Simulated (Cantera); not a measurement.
# Hydrocarbon pyrolysis for carbon deposition

An isothermal, constant-pressure homogeneous reactor starts with CH₄ : N₂ = 1 : 4.8 (molar parts), at 1923 K and 0.390 bar.

Computed with Cantera and GRI-Mech 3.0 (53 species, 325 reactions). GRI-Mech 3.0 stops at C3 and has no aromatics, soot or wall deposition, so with more carbon than oxygen in the feed, carbon stays in small species such as C2H2 where larger ones or solid carbon would form.

| t (s) | x CH₄ | x C₂H₂ | x H | x C₂H | x H₂ | x CH₂ |
|---|---|---|---|---|---|---|
| 5.00e-6 | 0.172 | 7.89e-11 | 4.74e-6 | <1e-12 | 7.56e-5 | 1.09e-8 |
| 3.24e-5 | 0.171 | 2.93e-7 | 6.14e-6 | 9.36e-12 | 0.000559 | 3.59e-7 |
| 0.000210 | 0.155 | 0.000783 | 6.29e-5 | 5.10e-8 | 0.0135 | 7.02e-6 |
| 0.00136 | 0.0531 | 0.0476 | 0.000394 | 1.80e-6 | 0.148 | 6.06e-6 |
| 0.00879 | 0.00837 | 0.0696 | 0.000624 | 2.96e-6 | 0.209 | 1.68e-6 |
| 0.0569 | 0.00107 | 0.0729 | 0.000704 | 3.34e-6 | 0.219 | 2.68e-7 |
| 0.368 | 0.000280 | 0.0733 | 0.000712 | 3.38e-6 | 0.220 | 7.22e-8 |
| 2.39 | 0.000264 | 0.0733 | 0.000712 | 3.38e-6 | 0.220 | 6.80e-8 |
| 15.4 | 0.000264 | 0.0730 | 0.000712 | 3.37e-6 | 0.220 | 6.79e-8 |
| 100 | 0.000262 | 0.0718 | 0.000712 | 3.31e-6 | 0.220 | 6.75e-8 |
x: mole fraction; the columns are a selection and need not sum to one.

Equilibrium at this temperature and pressure: CH₄ 0.000166, C₂H₂ 0.0283, H 0.000713, C₂H 1.30e-6, H₂ 0.220, CH₂ 4.28e-8 (gas phase only).
